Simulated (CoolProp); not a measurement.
R407C at 298.15 K and 2.02 MPa flows at 5.2 m/s in a round tube of 20 mm bore and 45 µm roughness, fully developed (64/Re and Nu = 3.66 if laminar; Colebrook and Gnielinski if turbulent). Each further row changes one setting.

Values from CoolProp's reference Helmholtz-energy equation of state, Lemmon 2003. It is a pseudo-pure fit of the blend.

| case | Reynolds number | Darcy friction factor | pressure drop (Pa/m) | heat-transfer coefficient (W/(m² K)) | mass flow (kg/h) |
|---|---|---|---|---|---|
| as stated | 771000 | 0.0244 | 18900 | 16400 | 6730 |
| velocity 10.4 m/s | 1540000 | … | 75100 | … | 13500 |
| diameter 40 mm | 1540000 | 0.0204 | 7880 | … | … |

Problem. Some entries are withheld; supply them.

Solution. 
- velocity 10.4 m/s, Darcy friction factor: 0.0243
- velocity 10.4 m/s, heat-transfer coefficient (W/(m² K)): 32700
- diameter 40 mm, heat-transfer coefficient (W/(m² K)): 14200
- diameter 40 mm, mass flow (kg/h): 26900

Viscosity comes from a separate model (Geller 2000). Thermal conductivity comes from a separate model (Geller 2001).
